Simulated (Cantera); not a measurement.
Charge: 1 mol C2H4, 0.26 mol NH3, 2.9 mol H2, held at 5100 Torr.

Equilibrium computed with Cantera from the NASA thermochemical tables; the gas is ideal and each condensed phase is pure. Candidate condensed phases: C, C6H6, C7H8, C8H18; 110 gas species. Ions and electrons are included (thermal ionisation). Kinetics and transport are ignored.

Q: What share of the C ends up in condensed phases as a function of T (K), at 3000, 3500, 4000, 4500, 5000?

A: 
```
T (K)  C condensed (%)           as
-----  ---------------  -----------
3000              61.4  C(graphite)
3500               0.0            -
4000               0.0            -
4500               0.0            -
5000               0.0            -
```
